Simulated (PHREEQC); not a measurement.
# Sulfide liquor: speciation

Dissolve 0.0011 mol NH4HS and 1.9e-06 mol FeCl2 per kg of water at 25 °C. Closed to the air; pH follows from the charge balance.

The numbers come from PHREEQC with the ion-association model, phreeqc.dat.

This is a speciation only: nothing precipitates in the calculation.

**Question.** What pH does the model give?

**Answer.** pH 8.09.

**Question.** In which forms is N present?

**Answer.** NH4+ 94 %, NH3 6.3 % of the N.

The solution is supersaturated, for example in Mackinawite, FeS(ppt), so a real one may precipitate; this is no full list.
